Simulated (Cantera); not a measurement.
Input (Python, Cantera):

```python
import numpy as np
import cantera as ct

gas = ct.Solution("gri30.yaml")
gas.TPX = 1200, 87000, {'CH4': 1, 'O2': 1.82, 'N2': 6.84}
reactor = ct.IdealGasConstPressureReactor(gas, energy="on", clone=False)
net = ct.ReactorNet([reactor])
net.rtol, net.atol = 1e-08, 1e-16
show = ['CH4', 'O2', 'CH2', 'HCO', 'HO2', 'O']
times = np.geomspace(5e-06, 0.4, 12)

steps = ct.SolutionArray(gas, extra=["t"])
rows = []
print(f"{'t/s':>10s}{'T/K':>9s}{'P/Pa':>11s}" + "".join(f"{s:>11s}" for s in show))
for t in times:
    while net.time < t:
        t_next = net.step()
        steps.append(gas.state, t=t_next)
    rows.append([np.interp(t, steps.t, y) for y in (steps.T, steps.P, *steps(*show).X.T)])
    print(f"{t:10.3e}{rows[-1][0]:9.1f}{rows[-1][1]:11.4g}" + "".join(f"{x:11.3e}" for x in rows[-1][2:]))
rate = np.gradient(steps.T, steps.t)
print("integrator steps:", len(steps.t))
if steps.T.max() > steps.T[0] + 200:
    print(f"time of steepest temperature rise: {steps.t[rate.argmax()]:.4e} s")
gas.TPX = 1200, 87000, {'CH4': 1, 'O2': 1.82, 'N2': 6.84}
gas.equilibrate("HP")
print(f"equilibrium (HP): T = {gas.T:.1f} K  " + "  ".join(f"{s} {gas[s].X[0]:.3e}" for s in show))
```

Output:

```
       t/s      T/K       P/Pa        CH4         O2        CH2        HCO        HO2          O
 5.000e-06   1200.0    8.7e+04  1.035e-01  1.884e-01  2.471e-19  3.782e-18  3.890e-09  3.814e-12
 1.395e-05   1200.0    8.7e+04  1.035e-01  1.884e-01  1.449e-18  3.063e-17  1.083e-08  5.468e-12
 3.894e-05   1200.0    8.7e+04  1.035e-01  1.884e-01  1.027e-17  2.458e-16  2.999e-08  9.825e-12
 1.087e-04   1200.0    8.7e+04  1.035e-01  1.884e-01  8.768e-17  2.022e-15  8.195e-08  2.290e-11
 3.033e-04   1200.0    8.7e+04  1.035e-01  1.884e-01  9.655e-16  1.839e-14  2.150e-07  6.805e-11
 8.465e-04   1200.0    8.7e+04  1.035e-01  1.884e-01  1.611e-14  2.264e-13  4.923e-07  2.796e-10
 2.363e-03   1200.0    8.7e+04  1.035e-01  1.884e-01  3.001e-13  4.575e-12  6.555e-07  1.284e-09
 6.594e-03   1200.3    8.7e+04  1.034e-01  1.884e-01  9.466e-13  4.529e-11  8.766e-07  2.406e-09
 1.840e-02   1202.0    8.7e+04  1.031e-01  1.881e-01  2.888e-12  3.031e-10  2.244e-06  5.057e-09
 5.136e-02   1253.1    8.7e+04  9.410e-02  1.809e-01  6.766e-10  4.378e-08  3.421e-05  1.885e-07
 1.433e-01   2631.1    8.7e+04  3.034e-15  9.002e-03  1.111e-14  3.080e-08  2.327e-06  2.740e-03
 4.000e-01   2631.1    8.7e+04  3.034e-15  9.002e-03  1.111e-14  3.080e-08  2.327e-06  2.740e-03
integrator steps: 2407
time of steepest temperature rise: 5.4457e-02 s
equilibrium (HP): T = 2631.1 K  CH4 3.862e-15  O2 9.002e-03  CH2 1.199e-14  HCO 3.080e-08  HO2 2.327e-06  O 2.740e-03
```

Computed with Cantera and GRI-Mech 3.0 (53 species, 325 reactions).
